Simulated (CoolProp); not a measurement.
Vapour-liquid equilibrium of propylene (1) + R134a (2) at 11.7 kPa; x and y are mole fractions of (1).

Computed with CoolProp (multi-fluid Helmholtz-energy mixture model, Lemmon 2013 and Tillner-Roth 1994; pair parameters Bell 2016).

| x | bubble temperature, mixture model (K) | bubble temperature, Raoult's law (K) | y, mixture model | y, Raoult's law |
|---|---|---|---|---|
| 0.05 | 199.9 | 206.6 | 0.487 | 0.168 |
| 0.15 | 191.9 | 203.3 | 0.750 | 0.415 |
| 0.25 | 188.9 | 200.4 | 0.817 | 0.584 |
| 0.35 | 187.8 | 197.9 | 0.839 | 0.703 |
| 0.45 | 187.5 | 195.7 | 0.846 | 0.788 |
| 0.55 | 187.4 | 193.7 | 0.848 | 0.852 |
| 0.65 | 187.4 | 192.0 | 0.851 | 0.900 |
| 0.75 | 187.2 | 190.5 | 0.859 | 0.937 |
| 0.85 | 187.0 | 189.1 | 0.884 | 0.967 |
| 0.95 | 187.0 | 187.8 | 0.943 | 0.990 |

The largest gap from Raoult's law is -11.5 K in bubble temperature, at x = 0.25. y crosses x between x = 0.85 and 0.95: the model has an azeotrope there.

The pair parameters rest on a limited set of measurements; away from them the model extrapolates. With so large a gap from Raoult's law the liquid may split in two, which this calculation doesn't test in full.
